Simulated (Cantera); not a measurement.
A perfectly stirred reactor is fed with CH₄ : C₂H₆ : O₂ : N₂ = 1 : 0.04 : 1.34 : 5.03 (molar parts), equivalence ratio 1.6, at 101000 Pa; it is adiabatic with a 350 K inlet, and is followed from long to short residence time, starting on the burning branch (τ in s: 0.11, 0.043, 0.017, 0.007, 0.0028, 0.0011, 0.00046, 0.00019, 7.6e-05, 3.1e-05, 1.2e-05, 5e-06).

Computed with Cantera and GRI-Mech 3.0 (53 species, 325 reactions).

**Question.** What does this change do: inlet temperature 350 to 773 K?

**Answer.** 
| quantity | before | after |
|---|---|---|
| blow-out, bracketed by the residence times tried | burning at 2.80 ms, out at 1.10 ms | burning at 0.190 ms, out at 76.0 µs |
| x(CH₄) at τ = 0.110 s | 0.00309 | 8.42e-5 |
| x(C₂H₆) at τ = 0.110 s | 2.10e-6 | 3.00e-8 |
| x(O₂) at τ = 0.110 s | 0.000359 | 4.60e-5 |
| x(HO₂) at τ = 0.110 s | 6.12e-8 | 1.07e-8 |
| x(CO) at τ = 0.110 s | 0.0865 | 0.0986 |
| x(CH₄) at τ = 0.460 ms | 0.135 | 0.00279 |
| x(C₂H₆) at τ = 0.460 ms | 0.00540 | 1.07e-5 |
| x(O₂) at τ = 0.460 ms | 0.181 | 0.00489 |
| x(HO₂) at τ = 0.460 ms | <1e-12 | 1.83e-6 |
| x(CO) at τ = 0.460 ms | <1e-12 | 0.0932 |
